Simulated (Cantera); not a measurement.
**Cu2O + CH4 + N2 (carbothermic reduction)**

Charge: 1 mol Cu2O, 1.8 mol CH4, 10 mol N2, equilibrated at 13.3 mbar.

Equilibrium computed with Cantera from the NASA thermochemical tables; the gas is ideal and each condensed phase is pure. Candidate condensed phases: C, C6H6, C7H8, C8H18, Cu, CuO, Cu(OH)2, Cu2O, H2O; 139 gas species. Equilibrium is a limit: real reactors are often held back by kinetics, nucleation or transport.

From 2023 K to 2473 K the condensed part is C(graphite). The main Cu-bearing gas is Cu throughout.

| T (K) | log p N2 | log p H2 | log p Cu | log p H | log p CO | log p HCN | n C(graphite) |
|---|---|---|---|---|---|---|---|
| 2023 | -2.10 | -2.55 | -2.80 | -4.00 | -3.10 | -4.12 | 0.693 |
| 2073 | -2.10 | -2.56 | -2.80 | -3.86 | -3.10 | -4.04 | 0.670 |
| 2123 | -2.10 | -2.57 | -2.80 | -3.73 | -3.10 | -3.97 | 0.644 |
| 2173 | -2.10 | -2.57 | -2.80 | -3.60 | -3.10 | -3.90 | 0.613 |
| 2223 | -2.10 | -2.58 | -2.80 | -3.49 | -3.10 | -3.83 | 0.580 |
| 2273 | -2.11 | -2.60 | -2.80 | -3.37 | -3.10 | -3.77 | 0.542 |
| 2323 | -2.11 | -2.61 | -2.80 | -3.27 | -3.10 | -3.72 | 0.500 |
| 2373 | -2.11 | -2.63 | -2.81 | -3.17 | -3.11 | -3.67 | 0.455 |
| 2423 | -2.12 | -2.65 | -2.81 | -3.08 | -3.11 | -3.62 | 0.406 |
| 2473 | -2.12 | -2.68 | -2.81 | -2.99 | -3.11 | -3.58 | 0.353 |
log p: log10 of the partial pressure in bar; n: condensed amount in mol.
